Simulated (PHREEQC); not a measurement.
Solution A (16 mmol/kgw NaOH and 0.72 mmol/kgw Na2SiO3) is mixed with solution B (0.038 mol HF and 0.0045 mol NH4F per kg of water) at 92 °C; shares are by mass of water, 1 kg in all. Oxygen is held at 0.21 atm. CO2 from the air is kept out. The run lets SiO2(a) precipitate or redissolve, and no other solid.

Equilibrium calculation in PHREEQC: ion-association model, wateq4f.dat.

| share of solution B | pH | H3SiO4- (mol/kgw) | HF (mol/kgw) | H4SiO4 (mol/kgw) | SiF6-2 (mol/kgw) |
|---|---|---|---|---|---|
| 0 | 10.55 | 0.000652 | 0 | 2.21e-5 | 0 |
| 0.1 | 10.37 | 0.000591 | 8.98e-10 | 3.09e-5 | 0 |
| 0.2 | 10.03 | 0.000507 | 3.94e-9 | 5.82e-5 | 0 |
| 0.3 | 7.75 | 2.20e-5 | 1.13e-6 | 0.000482 | 0 |
| 0.4 | 4.18 | 3.73e-9 | 0.00396 | 0.000307 | 0.000124 |
| 0.6 | 3.52 | 2.23e-11 | 0.0138 | 8.47e-6 | [?] |
| 0.7 | 3.32 | 3.72e-12 | [?] | 2.24e-6 | [?] |
| 0.8 | 3.16 | 8.32e-13 | 0.0247 | [?] | 0.000143 |
| 0.9 | 3.01 | 1.81e-13 | 0.0300 | 2.23e-7 | 7.18e-5 |
| 1 | 2.88 | 0 | 0.0354 | 0 | 0 |

Task: Some entries are withheld; supply them.

Result: 
- 0.6, SiF6-2 (mol/kgw): 0.000279
- 0.7, HF (mol/kgw): 0.0192
- 0.7, SiF6-2 (mol/kgw): 0.000214
- 0.8, H4SiO4 (mol/kgw): 7.35e-7

At this temperature some constants are extrapolated from 25 °C, and those without enthalpy data are left unchanged. SiF6-2 is the database's only silicon fluoride.
